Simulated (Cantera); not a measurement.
An isothermal, constant-pressure homogeneous reactor starts with H2 : O2 : N2 = 0.16 : 1 : 3.1 (molar parts), equivalence ratio 0.080, at 1200 K and 0.00415 atm.

Model: the H2/O2 subset of GRI-Mech 3.0, which has no nitrogen chemistry, integrated in Cantera. Radical loss at walls, strong at low pressure, is not modelled. The temperature is held fixed by assumption; the heat of reaction is taken as removed at once.

x: mole fraction; the columns are a selection and need not sum to one.

| t (s) | x H2 | x O2 | x OH | x HO2 | x O | x H2O2 |
|---|---|---|---|---|---|---|
| 3.00e-5 | 0.0376 | 0.235 | 1.95e-12 | 7.65e-11 | 1.99e-12 | <1e-12 |
| 0.000118 | 0.0376 | 0.235 | 2.70e-11 | 3.02e-10 | 2.89e-11 | <1e-12 |
| 0.000468 | 0.0376 | 0.235 | 2.98e-10 | [?] | 3.72e-10 | <1e-12 |
| 0.00185 | 0.0376 | 0.235 | 3.65e-9 | [?] | 5.67e-9 | 4.11e-12 |
| 0.00729 | 0.0376 | 0.235 | 1.37e-6 | [?] | 2.23e-6 | 6.43e-11 |
| 0.0288 | 0.00140 | 0.210 | 0.00211 | 3.56e-7 | 0.0176 | 1.31e-8 |
| 0.114 | 0.00122 | 0.211 | 0.00199 | 3.53e-7 | 0.0164 | 1.28e-8 |
| 0.449 | 0.000927 | 0.213 | 0.00174 | 3.45e-7 | 0.0117 | 1.41e-8 |
| 1.77 | 0.000328 | 0.218 | 0.00104 | [?] | 0.00379 | 1.49e-8 |
| 7.00 | 3.25e-5 | 0.220 | 0.000330 | [?] | 0.000367 | 7.79e-9 |

Question: Some entries are withheld; supply them.

Answer: 
- 0.000468, x HO2: 1.19e-9
- 0.00185, x HO2: 4.71e-9
- 0.00729, x HO2: 2.20e-8
- 1.77, x HO2: 2.82e-7
- 7.00, x HO2: 1.04e-7
